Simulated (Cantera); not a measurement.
What does this Cantera script print?

```python
import numpy as np
import cantera as ct

gas_names = """
    CL CL2 H HCL H2 Si SiCL SiCL2 SiCL3 SiCL4 SiH SiHCL3 SiH2 SiH2CL2 SiH3 SiH3CL SiH4 Si2 Si3
""".split()
cond_names = """
    Si(cr) Si(L)
""".split()


# ... load() reads the species with a 1 bar reference pressure and builds the phases ...
atoms = {
    'Si': {'Si': 1},
    'Cl2': {'CL': 2},
    'H2': {'H': 2},
}
top_T = {}  # K; cautious upper limits of use, not melting points


# ... equilibrate(T, P, feed) seeds the gas with the atoms and calls Mixture.equilibrate('TP', solver="vcs", rtol=1e-11, max_steps=5000) ...
results = []
feed = {'Si': 1, 'Cl2': 1.9, 'H2': 0.58}  # mol
T = 998  # K
P = 2500000  # Pa
mix = equilibrate(T, P, feed)
results.append((T, P, feed, dict(zip(mix.species_names, mix.species_moles))))
print(gas.report(threshold=1e-06))
for i in range(1, mix.n_phases):
    print(f"{mix.phase(i).name:16s} {mix.phase_moles(i):12.5e} mol")
```

It prints:

```
       temperature   998 K
          pressure   2.5e+06 Pa
           density   33.364 kg/m^3
  mean mol. weight   110.74 kg/kmol
   phase of matter   gas

                          1 kg             1 kmol
                     ---------------   ---------------
          enthalpy        -3.346e+06       -3.7053e+08  J
   internal energy       -3.4209e+06       -3.7882e+08  J
           entropy            3046.1        3.3732e+05  J/K
    Gibbs function        -6.386e+06       -7.0717e+08  J
 heat capacity c_p            727.09             80517  J/K
 heat capacity c_v            652.01             72202  J/K

                      mass frac. Y      mole frac. X     chem. pot. / RT
                     ---------------   ---------------   ---------------
               HCL         0.0028514         0.0086609           -36.927
                H2         0.0057521           0.31596           -15.434
             SiCL2        2.7312e-05        3.0555e-05           -64.656
             SiCL3        0.00099165        0.00081685           -93.867
             SiCL4           0.82138           0.53541           -123.08
            SiHCL3           0.16562           0.13541           -101.58
           SiH2CL2         0.0033614         0.0036855            -80.09
            SiH3CL         1.538e-05        2.5588e-05           -58.597
     [  +11 minor]         2.253e-08        7.7916e-08

Si(cr)            0.00000e+00 mol
```

These are equilibrium values from Cantera (NASA tables, ideal gas, pure condensed phases), not measurements of a reactor. The tables' values for SiCl3 are old estimates; treat these amounts as uncertain.
